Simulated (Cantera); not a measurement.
A freely propagating, adiabatic, planar premixed flame of H2 : O2 : N2 = 1 : 0.192 : 0.615 (molar parts), unburnt at 300 K and 100000 Pa; mixture-averaged transport, grid criteria slope 0.08 and curve 0.16, no radiation.

Model: the H2/O2 subset of GRI-Mech 3.0, which has no nitrogen chemistry, integrated in Cantera. Burning velocities carry a grid error of a few per cent, more on coarse grids.

Q: How do the results move with these cheaper or finer settings: unity-Lewis-number transport; multicomponent transport; multicomponent+Soret transport; grid criteria slope 0.5, curve 1; grid criteria slope 0.25, curve 0.5; grid criteria slope 0.03, curve 0.06?

A: 
```json
[
 {"setting": "as above", "laminar burning velocity": "298 cm/s", "thermal thickness": "0.345 mm", "peak x(H2O2)": "9.22e-5", "peak x(HO2)": "0.000456", "grid points": "129"},
 {"setting": "unity-Lewis-number transport", "laminar burning velocity": "179 cm/s", "thermal thickness": "0.367 mm", "peak x(H2O2)": "3.35e-5", "peak x(HO2)": "0.000306", "grid points": "114"},
 {"setting": "multicomponent transport", "laminar burning velocity": "291 cm/s", "thermal thickness": "0.353 mm", "peak x(H2O2)": "8.77e-5", "peak x(HO2)": "0.000449", "grid points": "129"},
 {"setting": "multicomponent+Soret transport", "laminar burning velocity": "284 cm/s", "thermal thickness": "0.337 mm", "peak x(H2O2)": "9.45e-5", "peak x(HO2)": "0.000466", "grid points": "130"},
 {"setting": "grid criteria slope 0.5, curve 1", "laminar burning velocity": "307 cm/s", "thermal thickness": "0.442 mm", "peak x(H2O2)": "7.72e-5", "peak x(HO2)": "0.000449", "grid points": "45"},
 {"setting": "grid criteria slope 0.25, curve 0.5", "laminar burning velocity": "299 cm/s", "thermal thickness": "0.376 mm", "peak x(H2O2)": "8.60e-5", "peak x(HO2)": "0.000432", "grid points": "63"},
 {"setting": "grid criteria slope 0.03, curve 0.06", "laminar burning velocity": "298 cm/s", "thermal thickness": "0.338 mm", "peak x(H2O2)": "9.45e-5", "peak x(HO2)": "0.000462", "grid points": "294"}
]
```
Unity Lewis numbers drop preferential diffusion, which matters most where H2 and H carry the flame; Soret adds thermal diffusion.
